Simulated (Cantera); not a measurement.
A closed system holds: 1 mol CH4, 0.19 mol CO2, 1.2 mol O2, at 93.0 Pa.

Cantera equilibrium calculation (NASA polynomials, part measured and part estimated; ideal gas, pure solids and liquids). Candidate condensed phases: C, C6H6, C7H8, C8H18, H2O; 110 gas species. Kinetics and transport are ignored.

Question: At 2025 K, list the 5 most abundant gas species with their mole fractions, and the condensed phases.

Answer: H2O 0.382, CO 0.266, H2 0.216, CO2 0.101, H 0.0293. Condensed: gas only.
